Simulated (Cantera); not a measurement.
# Reactions in the system H-Mg-O

Source: NASA polynomial tables (part measured, part estimated), evaluated in Cantera. Values are per mole of reaction as written; species without (g) are pure solids or liquids, kept so even where they would boil at 1 bar.

Mg(g) + H2O(g) = MgO + 2 H(g)

```
T (K)  ΔH° (kJ)  ΔS° (J/K)  ΔG° (kJ)  log10 K
-----  --------  ---------  --------  -------
300       -70.5      -81.0     -46.2     8.04
1150      -44.4      -40.3       1.9    -0.09
1300      -40.1      -36.8       7.7    -0.31
1450      -35.9      -33.7      13.0    -0.47
1600      -31.9      -31.1      17.9    -0.58
1750      -27.9      -28.7      22.3    -0.67
1900      -24.1      -26.6      26.5    -0.73
2050      -20.4      -24.7      30.3    -0.77
2200      -16.7      -23.0      33.9    -0.81
```
